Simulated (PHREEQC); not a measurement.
0.088 g of hydrous ferric oxide (600 m²/g; 0.2 weak and 0.005 strong sites per Fe, Dzombak-Morel constants, diffuse double layer) in 1 kg of water with 0.1 mol/kgw of an inert sodium salt and 0.00022 mol ZnCl2, at 25 °C; the pH is set by adding NaOH or the inert anion's acid. O2 is buffered at 0.21 atm. CO2 from the air is kept out. Precipitation was switched off in this run.

Equilibrium calculation in PHREEQC: ion-association model, wateq4f.dat.

```csv
pH,Zn sorbed (%),surface charge σ (C/m²),surface potential ψ (mV)
3,0.0,0.363,152
3.5,0.0,0.350,151
4,0.0,0.321,146
4.5,0.1,0.273,138
5,0.5,0.215,126
5.5,1.7,0.161,111
6,3.3,0.115,95
6.5,9.2,0.084,80
7,23.0,0.073,73
7.5,37.1,0.071,72
8,46.5,0.069,71
8.5,50.1,0.062,66
9,49.0,0.042,50
```

Along this series the solution becomes supersaturated in solids that the run did not let form, among them Zn(OH)2-e, Zn5(OH)8Cl2. The oxide is taken as insoluble; below pH 4 it would dissolve.
